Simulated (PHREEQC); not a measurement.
Consider water at 25 °C with 0.072 mol HF and 5.2e-05 mol (NH4)2SiF6 per kg of water. Closed to the air; pH follows from the charge balance.

The numbers come from PHREEQC with the ion-association model, wateq4f.dat.

Precipitation was switched off in this run.

### Question
Estimate the pH, ionic strength.

### Answer
pH 2.19; ionic strength 0.00707 mol/kgw.

### Question
In which forms is F present?

### Answer
HF 70 %, H2F2 18 %, F- 8.0 %, HF2- 3.1 % of the F.

Species that the database lacks are ignored. wateq4f.dat counts part of the HF as a dimer, H2F2, which phreeqc.dat doesn't know; its constant is uncertain. SiF6-2 is the database's only silicon fluoride.
